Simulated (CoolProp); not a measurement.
Properties of R245fa along the isotherm -41.45 °C (Tc = 153.9 °C, pc = 3.651 MPa, ω = 0.378).

Model: reference Helmholtz-energy equation of state, Akasaka 2015, in CoolProp.

```json
[
 {"p (MPa)": "0.608", "phase": "liquid", "density (kg/m³)": "1506", "cp (kJ/(kg K))": "1.189", "expansivity (1/kK)": "1.560", "fugacity coefficient": "0.008917"},
 {"p (MPa)": "1.22", "phase": "liquid", "density (kg/m³)": "1507", "cp (kJ/(kg K))": "1.189", "expansivity (1/kK)": "___", "fugacity coefficient": "0.004571"},
 {"p (MPa)": "1.83", "phase": "liquid", "density (kg/m³)": "1508", "cp (kJ/(kg K))": "1.188", "expansivity (1/kK)": "___", "fugacity coefficient": "0.003135"},
 {"p (MPa)": "2.43", "phase": "liquid", "density (kg/m³)": "1509", "cp (kJ/(kg K))": "1.188", "expansivity (1/kK)": "___", "fugacity coefficient": "0.002427"},
 {"p (MPa)": "3.04", "phase": "liquid", "density (kg/m³)": "1510", "cp (kJ/(kg K))": "1.187", "expansivity (1/kK)": "1.534", "fugacity coefficient": "0.001995"},
 {"p (MPa)": "3.65", "phase": "liquid", "density (kg/m³)": "1511", "cp (kJ/(kg K))": "1.186", "expansivity (1/kK)": "1.527", "fugacity coefficient": "0.001709"},
 {"p (MPa)": "4.26", "phase": "liquid", "density (kg/m³)": "1511", "cp (kJ/(kg K))": "1.186", "expansivity (1/kK)": "1.521", "fugacity coefficient": "0.001506"},
 {"p (MPa)": "4.87", "phase": "liquid", "density (kg/m³)": "___", "cp (kJ/(kg K))": "1.185", "expansivity (1/kK)": "1.514", "fugacity coefficient": "0.001355"},
 {"p (MPa)": "5.48", "phase": "liquid", "density (kg/m³)": "1513", "cp (kJ/(kg K))": "1.185", "expansivity (1/kK)": "1.508", "fugacity coefficient": "0.001238"},
 {"p (MPa)": "6.08", "phase": "liquid", "density (kg/m³)": "1514", "cp (kJ/(kg K))": "1.184", "expansivity (1/kK)": "1.502", "fugacity coefficient": "___"},
 {"p (MPa)": "6.69", "phase": "liquid", "density (kg/m³)": "1515", "cp (kJ/(kg K))": "1.184", "expansivity (1/kK)": "1.496", "fugacity coefficient": "0.001072"},
 {"p (MPa)": "7.3", "phase": "liquid", "density (kg/m³)": "___", "cp (kJ/(kg K))": "1.183", "expansivity (1/kK)": "1.490", "fugacity coefficient": "0.001011"},
 {"p (MPa)": "7.91", "phase": "liquid", "density (kg/m³)": "1517", "cp (kJ/(kg K))": "1.182", "expansivity (1/kK)": "1.484", "fugacity coefficient": "___"},
 {"p (MPa)": "8.52", "phase": "liquid", "density (kg/m³)": "1518", "cp (kJ/(kg K))": "1.182", "expansivity (1/kK)": "1.478", "fugacity coefficient": "___"},
 {"p (MPa)": "9.13", "phase": "liquid", "density (kg/m³)": "1519", "cp (kJ/(kg K))": "1.181", "expansivity (1/kK)": "1.473", "fugacity coefficient": "0.0008789"}
]
```

Question: Fill in the missing entries.

Answer: 
- 1.22, expansivity (1/kK): 1.553
- 1.83, expansivity (1/kK): 1.547
- 2.43, expansivity (1/kK): 1.540
- 4.87, density (kg/m³): 1512
- 6.08, fugacity coefficient: 0.001147
- 7.3, density (kg/m³): 1516
- 7.91, fugacity coefficient: 0.0009593
- 8.52, fugacity coefficient: 0.0009159
